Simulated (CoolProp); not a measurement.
Properties of water at several states.

Model: reference Helmholtz-energy equation of state, Wagner 2002, in CoolProp.

```tsv
T (K)	p (kPa)	phase	density (kg/m³)	isothermal compressibility (1/MPa)	Prandtl number	fugacity coefficient
657.4	4710	gas	16.72	0.2300	0.998	0.9333
730.5	7620	gas	24.48	0.1429	0.990	0.9284
704	84.2	gas	0.2594	11.89	0.923	0.9991
```

Viscosity comes from a separate model (Huber 2009). Thermal conductivity comes from a separate model (Huber 2012).
